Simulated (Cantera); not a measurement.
**Silicon carbide growth: (CH3)2SiCl2 + C2H4 + H2**

Input: 1 mol (CH3)2SiCl2, 0.012 mol C2H4, 13 mol H2, held at 0.180 bar.

Equilibrium computed with Cantera from the NASA thermochemical tables; the gas is ideal and each condensed phase is pure. Candidate condensed phases: C, C6H6, C7H8, C8H18, Si, SiC; 109 gas species. The feed counts by its element totals alone. The tables' values for SiCl, SiCl3 are old estimates; treat these amounts as uncertain. Gases not in the tables: Si2H6 and higher silanes. The numbers say what is thermodynamically allowed, not how fast it happens.

From 1873 K to 2523 K the condensed part is C(graphite) + SiC(s). The main Si-bearing gas is SiCl2 at 1873 K and Si at 2523 K. The share of Si in condensed phases is highest at 1873 K (97.6 %) and lowest at 2523 K (65.5 %).

```json
[
 {"T (K)": "1873", "x H2": "0.882", "x HCl": "0.114", "x H": "0.00143", "x C2H2 (acetylene)": "0.000275", "x Si": "1.63e-6", "x Cl": "0.000140", "x SiCl2": "0.00138", "x SiC2": "3.57e-8", "n C(graphite)": "1.04", "n SiC(s)": "0.976"},
 {"T (K)": "1923", "x H2": "0.882", "x HCl": "0.114", "x H": "0.00208", "x C2H2 (acetylene)": "0.000398", "x Si": "3.84e-6", "x Cl": "0.000203", "x SiCl2": "0.00158", "x SiC2": "1.09e-7", "n C(graphite)": "1.04", "n SiC(s)": "0.972"},
 {"T (K)": "1973", "x H2": "0.881", "x HCl": "0.113", "x H": "0.00298", "x C2H2 (acetylene)": "0.000564", "x Si": "8.69e-6", "x Cl": "0.000287", "x SiCl2": "0.00179", "x SiC2": "3.16e-7", "n C(graphite)": "1.03", "n SiC(s)": "0.969"},
 {"T (K)": "2023", "x H2": "0.880", "x HCl": "0.113", "x H": "0.00420", "x C2H2 (acetylene)": "0.000786", "x Si": "1.89e-5", "x Cl": "0.000399", "x SiCl2": "0.00201", "x SiC2": "8.68e-7", "n C(graphite)": "1.03", "n SiC(s)": "0.964"},
 {"T (K)": "2073", "x H2": "0.878", "x HCl": "0.112", "x H": "0.00581", "x C2H2 (acetylene)": "0.00108", "x Si": "3.94e-5", "x Cl": "0.000547", "x SiCl2": "0.00224", "x SiC2": "2.26e-6", "n C(graphite)": "1.03", "n SiC(s)": "0.960"},
 {"T (K)": "2123", "x H2": "0.876", "x HCl": "0.111", "x H": "0.00791", "x C2H2 (acetylene)": "0.00145", "x Si": "7.95e-5", "x Cl": "0.000737", "x SiCl2": "0.00248", "x SiC2": "5.63e-6", "n C(graphite)": "1.02", "n SiC(s)": "0.954"},
 {"T (K)": "2173", "x H2": "0.873", "x HCl": "0.110", "x H": "0.0106", "x C2H2 (acetylene)": "0.00193", "x Si": "0.000155", "x Cl": "0.000979", "x SiCl2": "0.00272", "x SiC2": "1.34e-5", "n C(graphite)": "1.01", "n SiC(s)": "0.947"},
 {"T (K)": "2223", "x H2": "0.869", "x HCl": "0.109", "x H": "0.0141", "x C2H2 (acetylene)": "0.00252", "x Si": "0.000294", "x Cl": "0.00128", "x SiCl2": "0.00297", "x SiC2": "3.08e-5", "n C(graphite)": "0.997", "n SiC(s)": "0.938"},
 {"T (K)": "2273", "x H2": "0.865", "x HCl": "0.108", "x H": "0.0184", "x C2H2 (acetylene)": "0.00326", "x Si": "0.000541", "x Cl": "0.00166", "x SiCl2": "0.00322", "x SiC2": "6.79e-5", "n C(graphite)": "0.981", "n SiC(s)": "0.926"},
 {"T (K)": "2323", "x H2": "0.858", "x HCl": "0.106", "x H": "0.0238", "x C2H2 (acetylene)": "0.00416", "x Si": "0.000969", "x Cl": "0.00212", "x SiCl2": "0.00346", "x SiC2": "0.000145", "n C(graphite)": "0.964", "n SiC(s)": "0.908"},
 {"T (K)": "2373", "x H2": "0.850", "x HCl": "0.105", "x H": "0.0304", "x C2H2 (acetylene)": "0.00523", "x Si": "0.00169", "x Cl": "0.00267", "x SiCl2": "0.00369", "x SiC2": "0.000298", "n C(graphite)": "0.946", "n SiC(s)": "0.880"},
 {"T (K)": "2423", "x H2": "0.840", "x HCl": "0.103", "x H": "0.0383", "x C2H2 (acetylene)": "0.00650", "x Si": "0.00289", "x Cl": "0.00333", "x SiCl2": "0.00391", "x SiC2": "0.000596", "n C(graphite)": "0.930", "n SiC(s)": "0.837"},
 {"T (K)": "2473", "x H2": "0.827", "x HCl": "0.100", "x H": "0.0478", "x C2H2 (acetylene)": "0.00798", "x Si": "0.00483", "x Cl": "0.00410", "x SiCl2": "0.00410", "x SiC2": "0.00116", "n C(graphite)": "0.918", "n SiC(s)": "0.768"},
 {"T (K)": "2523", "x H2": "0.811", "x HCl": "0.0972", "x H": "0.0590", "x C2H2 (acetylene)": "0.00966", "x Si": "0.00791", "x Cl": "0.00499", "x SiCl2": "0.00426", "x SiC2": "0.00219", "n C(graphite)": "0.918", "n SiC(s)": "0.655"}
]
```
x: gas mole fraction; n: condensed amount in mol.
